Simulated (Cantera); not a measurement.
# Adiabatic ignition

An adiabatic, constant-pressure homogeneous reactor starts with C₃H₈ : O₂ : N₂ = 1 : 12.8 : 48.2 (molar parts), equivalence ratio 0.39, at 1250 K and 10500 Torr.

Cantera simulation using GRI-Mech 3.0 (53 species, 325 reactions); the numbers are that mechanism's predictions, not measurements. GRI-Mech 3.0 was tuned for natural gas; its chemistry of propane as a main component is partial and can be far from experiment. The pressure lies above the range GRI-Mech 3.0 was tuned for (to about 10 atm).

```csv
t (s),T (K),x C₃H₈,x O₂,x C₂H₄,x C₂H,x C₂H₂,x OH,x CH₂CO
3.00e-6,1250,0.0161,0.206,1.62e-6,<1e-12,<1e-12,3.94e-9,2.43e-12
9.53e-6,1250,0.0161,0.206,7.08e-6,<1e-12,1.16e-11,1.79e-8,1.17e-10
3.03e-5,1250,0.0161,0.206,5.05e-5,<1e-12,8.34e-10,9.23e-8,1.05e-8
9.62e-5,1250,0.0158,0.206,0.000322,<1e-12,3.65e-8,1.50e-7,4.82e-7
0.000306,1254,0.0143,0.205,0.00178,<1e-12,1.10e-6,4.74e-7,1.50e-5
0.000972,2112,<1e-12,0.123,<1e-12,<1e-12,<1e-12,0.00124,<1e-12
0.00309,2112,<1e-12,0.123,<1e-12,<1e-12,<1e-12,0.00124,<1e-12
0.00981,2111,<1e-12,0.123,<1e-12,<1e-12,<1e-12,0.00123,<1e-12
0.0312,2110,<1e-12,0.123,<1e-12,<1e-12,<1e-12,0.00122,<1e-12
0.0990,2105,<1e-12,0.122,<1e-12,<1e-12,<1e-12,0.00120,<1e-12
0.315,2098,<1e-12,0.120,<1e-12,<1e-12,<1e-12,0.00116,<1e-12
1.00,2095,<1e-12,0.120,<1e-12,<1e-12,<1e-12,0.00114,<1e-12
```
x: mole fraction; the columns are a selection and need not sum to one.

time of steepest temperature rise: 0.493 ms
temperature at 1.00 s: 2095 K
equilibrium temperature: 2095 K
x(C₃H₈) at 1.00 s: <1e-12 (gas-phase equilibrium <1e-12)
x(O₂) at 1.00 s: 0.120 (gas-phase equilibrium 0.120)
x(C₂H₄) at 1.00 s: <1e-12 (gas-phase equilibrium <1e-12)
